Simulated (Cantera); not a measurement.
Input: 1 mol MgO, 4.1 mol SO2, 6.5 mol O2, 0.49 mol CO2, at 770000 Pa.

Method: chemical equilibrium by Gibbs-energy minimisation in Cantera with the NASA 1993 tables (ideal gas, pure condensed phases). Candidate condensed phases: C, Mg, MgCO3, MgO, MgS, MgSO4, S; 26 gas species. Equilibrium is a limit: real reactors are often held back by kinetics, nucleation or transport.

Problem. At 1225 K, list the 4 most abundant gas species with their mole fractions, and the condensed phases.

Solution. O2 0.606, SO2 0.234, SO3 0.107, CO2 0.0538. Condensed: MgSO4(s).
